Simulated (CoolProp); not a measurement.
Vapour-liquid equilibrium of diethyl ether (1) + methanol (2) at 433.3 K; x and y are mole fractions of (1).

Model: multi-fluid Helmholtz-energy mixture model, Thol 2014 and de Reuck 1993; pair parameters Bell 2016, in CoolProp.

```tsv
x	bubble pressure, mixture model (MPa)	bubble pressure, Raoult's law (MPa)	y, mixture model	y, Raoult's law
0.05	1.870	1.784	0.088	0.060
0.125	2.003	1.811	0.193	0.147
0.2	2.110	1.838	0.278	0.231
0.275	2.193	1.865	0.350	0.314
0.35	2.257	1.892	0.413	0.393
0.425	2.304	1.919	0.472	0.471
0.5	2.337	1.946	0.529	0.546
0.575	2.354	1.973	0.586	0.620
0.65	2.357	2.000	0.645	0.691
0.725	2.344	2.027	0.708	0.760
0.8	2.313	2.054	0.776	0.828
0.875	2.262	2.081	0.851	0.894
0.95	2.189	2.108	0.936	0.958
```

The largest gap from Raoult's law is +20.1 % in bubble pressure, at x = 0.425. y crosses x between x = 0.575 and 0.65: the model has an azeotrope there.

Pair parameters are fitted to limited data, so mixtures are less certain than the pure fluids.
